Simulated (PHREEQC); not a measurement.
0.24 g of hydrous ferric oxide (600 m²/g; 0.2 weak and 0.005 strong sites per Fe, Dzombak-Morel constants, diffuse double layer) in 1 kg of water with 0.05 mol/kgw of an inert sodium salt and 7.9e-07 mol ZnCl2, at 25 °C; the pH is set by adding NaOH or the inert anion's acid. Oxygen alone is held at its pressure in air (log pO2 = -0.68). The system is closed to CO2. Nothing may precipitate in this run.

Model: ion-association model, wateq4f.dat, run in PHREEQC.

| pH | Zn sorbed (%) | surface charge σ (C/m²) | surface potential ψ (mV) |
|---|---|---|---|
| 3 | 0.0 | 0.357 | 169 |
| 3.5 | 0.0 | 0.335 | 166 |
| 4 | 0.0 | 0.294 | 160 |
| 4.5 | 0.2 | 0.238 | 149 |
| 5 | 1.7 | 0.181 | [?] |
| 5.5 | 11.2 | [?] | 118 |
| 6 | 47.9 | 0.089 | [?] |
| 6.5 | [?] | 0.058 | 78 |
| 7 | 98.2 | 0.034 | 56 |
| 7.5 | 99.8 | 0.017 | 31 |
| 8 | 100.0 | [?] | 6 |
| 8.5 | 100.0 | [?] | -20 |
| 9 | 100.0 | -0.026 | -45 |

**Question.** Complete the blanks.

**Answer.** 
- 5, surface potential ψ (mV): 135
- 5.5, surface charge σ (C/m²): 0.130
- 6, surface potential ψ (mV): 99
- 6.5, Zn sorbed (%): 87.3
- 8, surface charge σ (C/m²): 0.003
- 8.5, surface charge σ (C/m²): -0.010

The oxide is taken as insoluble; below pH 4 it would dissolve.
